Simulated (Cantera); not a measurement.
Input (Python, Cantera) and output of one run.

```python
import numpy as np
import cantera as ct

gas_names = """
    CL CL2 H HCL H2 Si SiCL SiCL2 SiCL3 SiCL4 SiH SiHCL3 SiH2 SiH2CL2 SiH3 SiH3CL SiH4 Si2 Si3
""".split()
cond_names = """
    Si(cr) Si(L)
""".split()


def load(file, names, dense=False):
    # The tables refer to 1 bar. Condensed volumes are neglected.
    table = {s.name: s for s in ct.Species.list_from_file(file)}
    out = []
    for n in names:
        d = dict(table[n].input_data)
        d["thermo"] = dict(d["thermo"], **{"reference-pressure": 1e5})
        if dense:
            d["equation-of-state"] = {"model": "constant-volume", "density": "1e6 g/cm^3"}
        out.append(ct.Species.from_dict(d))
    return out


gas = ct.Solution(thermo="ideal-gas", species=load("nasa_gas.yaml", gas_names))
cond = {s.name: ct.Solution(thermo="fixed-stoichiometry", species=[s], name=s.name)
        for s in load("nasa_condensed.yaml", cond_names, dense=True)}
atoms = {
    'SiCl4': {'Si': 1, 'CL': 4},
    'HCl': {'H': 1, 'CL': 1},
    'H2': {'H': 2},
}
top_T = {}  # K; cautious upper limits of use, not melting points


def equilibrate(T, P, feed):
    n = {}
    for name, mol in feed.items():
        for a, k in atoms[name].items():
            n[a] = n.get(a, 0.0) + k * mol
    gas.TPX = T, P, n
    mass = sum(n.values()) * gas.mean_molecular_weight
    gas.equilibrate("TP")
    valid = [c for c in cond.values() if c.min_temp <= T <= top_T.get(c.name, c.max_temp)]
    mix = ct.Mixture([(gas, mass / gas.mean_molecular_weight)] + [(c, 0.0) for c in valid])
    mix.T, mix.P = T, P
    mix.equilibrate("TP", solver="vcs", rtol=1e-11, max_steps=5000)
    return mix


results = []
feed = {'SiCl4': 1, 'HCl': 3.4, 'H2': 0.46}  # mol
P = 61000  # Pa
for T in [548, 648, 748, 848, 948, 1048, 1148, 1248, 1348]:
    mix = equilibrate(T, P, feed)
    results.append((T, P, feed, dict(zip(mix.species_names, mix.species_moles))))
    x = sorted(zip(gas.X, gas.species_names), reverse=True)
    print(f"T = {T:g} K  P = {P:g} Pa  gas = {mix.phase_moles(0):.4g} mol")
    print("   x: " + "  ".join(f"{s} {v:.3e}" for v, s in x if v > 1e-05))
    print("   condensed (mol): " + ("  ".join(f"{mix.phase(i).name} {mix.phase_moles(i):.4g}"
          for i in range(1, mix.n_phases) if mix.phase_moles(i) > 1e-12) or "none"))
```

Output:

```
T = 548 K  P = 61000 Pa  gas = 4.86 mol
   x: HCL 6.996e-01  SiCL4 2.058e-01  H2 9.465e-02
   condensed (mol): none
T = 648 K  P = 61000 Pa  gas = 4.86 mol
   x: HCL 6.996e-01  SiCL4 2.058e-01  H2 9.465e-02
   condensed (mol): none
T = 748 K  P = 61000 Pa  gas = 4.86 mol
   x: HCL 6.996e-01  SiCL4 2.057e-01  H2 9.464e-02  SiHCL3 1.223e-05
   condensed (mol): none
T = 848 K  P = 61000 Pa  gas = 4.86 mol
   x: HCL 6.996e-01  SiCL4 2.057e-01  H2 9.460e-02  SiHCL3 4.511e-05
   condensed (mol): none
T = 948 K  P = 61000 Pa  gas = 4.86 mol
   x: HCL 6.997e-01  SiCL4 2.056e-01  H2 9.452e-02  SiHCL3 1.251e-04
   condensed (mol): none
T = 1048 K  P = 61000 Pa  gas = 4.86 mol
   x: HCL 6.999e-01  SiCL4 2.054e-01  H2 9.435e-02  SiHCL3 2.833e-04  SiCL3 3.700e-05
   condensed (mol): none
T = 1148 K  P = 61000 Pa  gas = 4.861 mol
   x: HCL 7.003e-01  SiCL4 2.050e-01  H2 9.398e-02  SiHCL3 5.518e-04  SiCL3 2.096e-04
   condensed (mol): none
T = 1248 K  P = 61000 Pa  gas = 4.862 mol
   x: HCL 7.012e-01  SiCL4 2.038e-01  H2 9.318e-02  SiHCL3 9.538e-04  SiCL3 8.868e-04  SiCL2 2.784e-05
   condensed (mol): none
T = 1348 K  P = 61000 Pa  gas = 4.868 mol
   x: HCL 7.033e-01  SiCL4 2.008e-01  H2 9.131e-02  SiCL3 2.959e-03  SiHCL3 1.480e-03  SiCL2 2.190e-04
   condensed (mol): none
```

Method: chemical equilibrium by Gibbs-energy minimisation in Cantera with the NASA 1993 tables (ideal gas, pure condensed phases). The tables' values for SiCl3 are old estimates; treat these amounts as uncertain.
